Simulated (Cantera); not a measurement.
Charge: 1 mol Si, 0.69 mol Cl2, 12 mol H2, equilibrated at 1398.15 K and 1 atm.

These are equilibrium values from Cantera (NASA tables, ideal gas, pure condensed phases), not measurements of a reactor. Candidate condensed phases: Si; 19 gas species. The tables' values for SiCl3 are old estimates; treat these amounts as uncertain. Kinetics and transport are ignored.

Base state: H2 0.925, HCl 0.0549, SiCl2 0.00959, SiHCl3 0.00407, SiCl4 0.00343, SiCl3 0.00278, SiH2Cl2 0.000723, SiH3Cl 3.70e-5 (mole fractions); condensed: Si(s).

Question: What changes in the equilibrium state with this change: pressure from 1 atm to 4950 Torr?

Answer: 
```
species       before     after
----------  --------  --------
H2             0.925     0.936
HCl           0.0549    0.0389
SiHCl3       0.00407   0.00932
SiH3Cl       3.70e-5  0.000173
SiH2Cl2     0.000723   0.00237
Si(s), mol     0.741     0.693
```

Question: What changes in the equilibrium state with this change: H2 from 12 to 3 mol?

Answer: 
```json
[
 {"species": "H2", "before": "0.925", "after": "0.807"},
 {"species": "HCl", "before": "0.0549", "after": "0.0907"},
 {"species": "SiCl4", "before": "0.00343", "after": "0.0336"},
 {"species": "SiCl3", "before": "0.00278", "after": "0.0154"},
 {"species": "SiHCl3", "before": "0.00407", "after": "0.0210"},
 {"species": "SiCl2", "before": "0.00959", "after": "0.0300"},
 {"species": "SiH2Cl2", "before": "0.000723", "after": "0.00197"},
 {"species": "SiH3Cl", "before": "3.70e-5", "after": "5.34e-5"},
 {"species": "Si(s), mol", "before": "0.741", "after": "0.647"}
]
```

Question: What changes in the equilibrium state with this change: temperature from 1398.15 K to 1200 K?

Answer: 
```csv
species,before,after
H2,0.925,0.947
HCl,0.0549,0.0274
SiCl4,0.00343,0.0107
SiCl2,0.00959,0.00187
SiHCl3,0.00407,0.0101
SiCl3,0.00278,0.00151
SiH2Cl2,0.000723,0.00124
SiH3Cl,3.70e-5,4.16e-5
"Si(s), mol",0.741,0.684
```
